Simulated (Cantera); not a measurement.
A closed system holds: 1 mol Al(CH3)3, 8.9 mol O2, 110 mol N2, 0.23 mol NH3, equilibrated at 1.00 bar.

Method: chemical equilibrium by Gibbs-energy minimisation in Cantera with the NASA 1993 tables (ideal gas, pure condensed phases). Candidate condensed phases: Al, AlN, Al2O3, C, C6H6, C7H8, C8H18, H2O; 148 gas species. The feed counts by its element totals alone. Gases not in the tables: Al(OH)3. The numbers say what is thermodynamically allowed, not how fast it happens. All values below are at 1450 K.

Base state: N2 0.912, H2O 0.0401, CO2 0.0249, O2 0.0224, NO 0.000334, OH 1.81e-5 (mole fractions); condensed: Al2O3(s).

Question: What changes in the equilibrium state with this change: NH3 from 0.23 to 19 mol?

Answer: 
```csv
species,before,after
N2,0.912,0.768
H2,2.54e-7,0.131
H2O,0.0401,0.0815
O2,0.0224,<1e-9
CO,3.74e-7,0.0153
CO2,0.0249,0.00401
NO,0.000334,1.21e-9
OH,1.81e-5,5.11e-8
"Al2O3(s), mol",0.500,0.500
```
